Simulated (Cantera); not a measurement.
Input (Python, Cantera) and output of one run.

```python
import numpy as np
import cantera as ct

gas_names = """
    H HNO HNO2 HNO3 HO2 H2 H2O H2O2 N NH NH2 NH3 NH2OH NO NO2 NO3 N2 N2H2 N2H4 N2O O OH O2 O3
""".split()
cond_names = """
    H2O(s) H2O(L)
""".split()


def load(file, names, dense=False):
    # The tables refer to 1 bar. Condensed volumes are neglected.
    table = {s.name: s for s in ct.Species.list_from_file(file)}
    out = []
    for n in names:
        d = dict(table[n].input_data)
        d["thermo"] = dict(d["thermo"], **{"reference-pressure": 1e5})
        if dense:
            d["equation-of-state"] = {"model": "constant-volume", "density": "1e6 g/cm^3"}
        out.append(ct.Species.from_dict(d))
    return out


gas = ct.Solution(thermo="ideal-gas", species=load("nasa_gas.yaml", gas_names))
cond = {s.name: ct.Solution(thermo="fixed-stoichiometry", species=[s], name=s.name)
        for s in load("nasa_condensed.yaml", cond_names, dense=True)}
atoms = {
    'H2O': {'H': 2, 'O': 1},
    'O2': {'O': 2},
    'N2': {'N': 2},
}
top_T = {}  # K; cautious upper limits of use, not melting points


def equilibrate(T, P, feed):
    n = {}
    for name, mol in feed.items():
        for a, k in atoms[name].items():
            n[a] = n.get(a, 0.0) + k * mol
    gas.TPX = T, P, n
    mass = sum(n.values()) * gas.mean_molecular_weight
    gas.equilibrate("TP")
    valid = [c for c in cond.values() if c.min_temp <= T <= top_T.get(c.name, c.max_temp)]
    mix = ct.Mixture([(gas, mass / gas.mean_molecular_weight)] + [(c, 0.0) for c in valid])
    mix.T, mix.P = T, P
    mix.equilibrate("TP", solver="vcs", rtol=1e-11, max_steps=5000)
    return mix


results = []
feed = {'H2O': 1, 'O2': 3.2, 'N2': 5.8}  # mol
T = 2298  # K
P = 133.322  # Pa
mix = equilibrate(T, P, feed)
results.append((T, P, feed, dict(zip(mix.species_names, mix.species_moles))))
x = sorted(zip(gas.X, gas.species_names), reverse=True)
print(f"T = {T:g} K  P = {P:g} Pa  gas = {mix.phase_moles(0):.4g} mol")
print("   x: " + "  ".join(f"{s} {v:.3e}" for v, s in x if v > 0.0001))
print("   condensed (mol): " + ("  ".join(f"{mix.phase(i).name} {mix.phase_moles(i):.4g}"
      for i in range(1, mix.n_phases) if mix.phase_moles(i) > 1e-12) or "none"))
```

It prints:

```
T = 2298 K  P = 133.322 Pa  gas = 10.66 mol
   x: N2 5.371e-01  O2 2.598e-01  O 6.852e-02  H2O 6.076e-02  OH 3.131e-02  H 2.147e-02  NO 1.435e-02  H2 6.697e-03
   condensed (mol): none
```

Method: chemical equilibrium by Gibbs-energy minimisation in Cantera with the NASA 1993 tables (ideal gas, pure condensed phases).
